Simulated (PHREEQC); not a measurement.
PHREEQC input (Pitzer model, pitzer.dat):

```
SOLUTION 1
  temp 25
  units mol/kgw
  pH 7 charge
  S(6) 0.4976
  Mg 0.0076
  Cl 0.46
  Na 1.32
  K 0.12
END
USE solution 1
INCREMENTAL_REACTIONS false
REACTION 1
  H2O -1
  0 9.886 18.011 24.689 30.178 34.689 38.397 41.444
  43.949 46.007 47.699 49.089 50.232 51.172 51.944 52.578
  53.1 53.528 53.88 54.17 moles
EQUILIBRIUM_PHASES 1
  Arcanite 0 0
  Bischofite 0 0
  Bloedite 0 0
  Brucite 0 0
  Carnallite 0 0
  Epsomite 0 0
  Glaserite 0 0
  Halite 0 0
  Hexahydrite 0 0
  Kainite 0 0
  Kieserite 0 0
  Leonite 0 0
  Mirabilite 0 0
  Misenite 0 0
  Schoenite 0 0
  Sylvite 0 0
  Thenardite 0 0
  MgCl2_4H2O 0 0
SELECTED_OUTPUT 1
  -reset false
  -pH true
  -pe true
  -ionic_strength true
  -water true
  -activities H2O
  -totals Cl K Mg Na S
  -molalities H+ Na+ K+ Mg+2 Cl- SO4-2 OH- HSO4- MgOH+
  -equilibrium_phases Arcanite Bischofite Bloedite Brucite Carnallite Epsomite Glaserite Halite Hexahydrite Kainite
    Kieserite Leonite Mirabilite Misenite Schoenite Sylvite Thenardite MgCl2_4H2O
PRINT
  -reset false
END
```

Selected output (columns that matter, 19 of 20 rows; water left (kg) added in front):

```
water left (kg)	pH	mu	Cl	K	Mg	Na	S	m_H+	m_Na+	la_H2O	Glaserite	Halite	Mirabilite	Thenardite
1	7.2441	1.9604	0.46	0.12	0.0076	1.32	0.4976	1.0064e-07	1.32	-0.014426	0	0	0	0
0.821894	7.2401	2.3852	0.55968	0.146	0.0092469	1.606	0.60543	9.8385e-08	1.606	-0.017505	0	0	0	0
0.675514	7.232	2.9021	0.68096	0.17764	0.011251	1.9541	0.73662	9.4839e-08	1.9541	-0.021326	0	0	0	0
0.555203	7.2182	3.531	0.82853	0.21614	0.013689	2.3775	0.89625	8.9731e-08	2.3775	-0.026124	0	0	0	0
0.456313	7.1962	4.2962	1.0081	0.26298	0.016655	2.8928	1.0905	8.2874e-08	2.8928	-0.032237	0	0	0	0
0.375043	7.1621	5.2271	1.2265	0.31996	0.020264	3.5196	1.3268	7.4234e-08	3.5196	-0.040155	0	0	0	0
0.30824	7.1105	6.36	1.4923	0.38931	0.024656	4.2824	1.6143	6.3931e-08	4.2824	-0.050602	0	0	0	0
0.249201	7.0297	7.5898	1.8459	0.48154	0.030497	5.1123	1.9045	5.3507e-08	5.1123	-0.063993	0	0	0.023003	0
0.184788	6.8836	8.4978	2.4893	0.64939	0.041128	5.7359	1.9891	4.7287e-08	5.7359	-0.080611	0	0	0.13003	0
0.140655	6.7128	9.1387	3.2704	0.85315	0.054033	6.1853	1.9381	4.4301e-08	6.1853	-0.098516	0	0	0	0.225
0.115613	6.5548	8.8228	3.9788	0.91029	0.065737	6.1226	1.5928	5.3874e-08	6.1226	-0.10759	0.0049195	0	0	0.30362
0.0950203	6.3553	8.6033	4.8411	0.97485	0.079983	6.1611	1.2274	6.7839e-08	6.1611	-0.12033	0.0091231	0	0	0.36272
0.0780853	6.1089	8.6141	5.8726	1.0921	0.09733	6.3486	0.88139	8.775e-08	6.3486	-0.1386	0.011575	0.0014389	0	0.40563
0.0641769	6.0639	8.6499	5.8671	1.0901	0.11842	6.3164	0.88814	9.6737e-08	6.3164	-0.13877	0.016681	0.08347	0	0.40724
0.0527548	6.0181	8.6937	5.8603	1.0876	0.14406	6.2774	0.89644	1.0667e-07	6.2774	-0.13899	0.020874	0.15084	0	0.40856
0.0433504	5.9714	8.7473	5.8519	1.0846	0.17532	6.23	0.90668	1.1768e-07	6.23	-0.13925	0.024327	0.20632	0	0.40964
0.0356396	5.9238	8.8128	5.8416	1.081	0.21325	6.1727	0.91932	1.2982e-07	6.1727	-0.13958	0.027158	0.25181	0	0.41052
0.0292979	5.875	8.8932	5.8288	1.0766	0.2594	6.1034	0.935	1.4323e-07	6.1034	-0.13998	0.029486	0.28923	0	0.41123
0.0240733	5.8247	8.9922	5.8128	1.0711	0.3157	6.0194	0.95458	1.5805e-07	6.0194	-0.14048	0.031405	0.32007	0	0.41181
```
